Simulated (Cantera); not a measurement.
## Stirred combustor or abatement burner

A perfectly stirred reactor is fed with 13.9 % CH3OH, 13.9 % O2, 72.2 % N2, at 7500 Torr; it is adiabatic with a 500 K inlet, and is followed from long to short residence time, starting on the burning branch (τ in s: 0.17, 0.067, 0.026, 0.01, 0.0041, 0.0016, 0.00063, 0.00025, 9.7e-05, 3.8e-05).

Cantera simulation using GRI-Mech 3.0 (53 species, 325 reactions); the numbers are that mechanism's predictions, not measurements. GRI-Mech 3.0 was tuned for natural gas; its chemistry of methanol as a main component is partial and can be far from experiment.

```
τ (s)    T (K)   x CH3OH      x O2     x N2O    x HO2   x C2H4
-------  -----  --------  --------  --------  -------  -------
0.17      1870   1.72e-6   3.84e-5  8.83e-10  3.26e-8  1.64e-8
0.067     1869   2.64e-6   5.81e-5   1.55e-9  7.55e-8  9.99e-9
0.026     1868   4.25e-6   9.33e-5   2.60e-9  1.73e-7  8.98e-9
0.010     1865   7.24e-6  0.000159   4.20e-9  3.89e-7  1.31e-8
0.0041    1862   1.24e-5  0.000272   6.43e-9  8.16e-7  2.63e-8
0.0016    1856   2.31e-5  0.000503   9.92e-9  1.78e-6  7.04e-8
0.00063   1847   4.51e-5  0.000973   1.52e-8  3.93e-6  2.15e-7
0.00025   1831   9.48e-5   0.00199   2.40e-8  9.27e-6  6.99e-7
9.7e-5    1794  0.000234   0.00460   4.26e-8  2.69e-5  2.33e-6
3.8e-5     500     0.139     0.139    <1e-12   <1e-12   <1e-12
```
x: mole fraction; the columns are a selection and need not sum to one.
